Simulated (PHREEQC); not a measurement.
Copper plating or etch bath: speciation

Make-up at 25 °C: 0.009 mol CuSO4, 0.0028 mol HNO3 and 0.0002 mol KCl per kg of water. Closed to the air; pH follows from the charge balance.

The numbers come from PHREEQC with the ion-association model, wateq4f.dat.

Each row changes one thing in this solution. Precipitation was switched off in this run.

```json
[
 {"case": "as made", "pH": "2.73", "ionic strength (mol/kgw)": "0.0281", "SO4-2 (mol/kgw)": "0.00594", "HSO4- (mol/kgw)": "0.000677"},
 {"case": "0.015 mol/kgw CaBr2 added", "pH": "2.71", "ionic strength (mol/kgw)": "0.0684", "SO4-2 (mol/kgw)": "…", "HSO4- (mol/kgw)": "0.000478"},
 {"case": "0.0014 mol/kgw H2SO4 added", "pH": "2.44", "ionic strength (mol/kgw)": "0.0305", "SO4-2 (mol/kgw)": "…", "HSO4- (mol/kgw)": "0.00143"},
 {"case": "KCl replaced by CdCl2 at the same molality", "pH": "2.73", "ionic strength (mol/kgw)": "…", "SO4-2 (mol/kgw)": "0.00590", "HSO4- (mol/kgw)": "0.000673"},
 {"case": "CuSO4 replaced by KHSO4 at the same molality", "pH": "2.10", "ionic strength (mol/kgw)": "0.0238", "SO4-2 (mol/kgw)": "0.00588", "HSO4- (mol/kgw)": "0.00291"}
]
```

### Question
Some entries are withheld; supply them.

### Answer

- 0.015 mol/kgw CaBr2 added, SO4-2 (mol/kgw): 0.00487
- 0.0014 mol/kgw H2SO4 added, SO4-2 (mol/kgw): 0.00650
- KCl replaced by CdCl2 at the same molality, ionic strength (mol/kgw): 0.0284
